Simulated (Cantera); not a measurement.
# Reactions in the system B-F-H-N

Source: NASA polynomial tables (part measured, part estimated), evaluated in Cantera. Values are per mole of reaction as written; species without (g) are pure solids or liquids, kept so even where they would boil at 1 bar.

NH3(g) + BF3(g) ⇌ 3 HF(g) + B + N(g)

```
T (K)  ΔH° (kJ)  ΔS° (J/K)  ΔG° (kJ)  log10 K
-----  --------  ---------  --------  -------
1950      848.5      257.3     346.9    -9.29
1975      848.5      257.2     340.4    -9.00
2000      848.4      257.2     334.0    -8.72
2025      848.4      257.2     327.6    -8.45
2050      848.4      257.2     321.1    -8.18
2075      848.3      257.2     314.7    -7.92
2100      848.3      257.2     308.3    -7.67
2125      848.3      257.1     301.8    -7.42
2150      848.3      257.1     295.4    -7.18
2175      848.2      257.1     289.0    -6.94
2200      848.2      257.1     282.6    -6.71
```

6 HF(g) + BN ⇌ 3 H2(g) + BF3(g) + NF3(g)

| T (K) | ΔH° (kJ) | ΔS° (J/K) | ΔG° (kJ) | log10 K |
|---|---|---|---|---|
| 1950 | 647.4 | -122.1 | 885.5 | -23.72 |
| 1975 | 647.8 | -121.9 | 888.5 | -23.50 |
| 2000 | 648.2 | -121.7 | 891.6 | -23.28 |
| 2025 | 648.6 | -121.5 | 894.6 | -23.08 |
| 2050 | 649.1 | -121.3 | 897.6 | -22.87 |
| 2075 | 649.5 | -121.1 | 900.7 | -22.67 |
| 2100 | 649.9 | -120.9 | 903.7 | -22.48 |
| 2125 | 650.3 | -120.7 | 906.7 | -22.29 |
| 2150 | 650.7 | -120.5 | 909.7 | -22.10 |
| 2175 | 651.1 | -120.3 | 912.7 | -21.92 |
| 2200 | 651.5 | -120.1 | 915.7 | -21.74 |

6 HF(g) + BN ⇌ BF3(g) + 6 H(g) + NF3(g)

```csv
T (K),ΔH° (kJ),ΔS° (J/K),ΔG° (kJ),log10 K
1950,2007.6,237.6,1544.2,-41.36
1975,2008.5,238.1,1538.2,-40.68
2000,2009.5,238.6,1532.3,-40.02
2025,2010.5,239.1,1526.3,-39.37
2050,2011.4,239.6,1520.3,-38.74
2075,2012.4,240.0,1514.3,-38.12
2100,2013.3,240.5,1508.3,-37.52
2125,2014.2,240.9,1502.3,-36.93
2150,2015.2,241.3,1496.3,-36.35
2175,2016.1,241.8,1490.2,-35.79
2200,2017.0,242.2,1484.2,-35.24
```
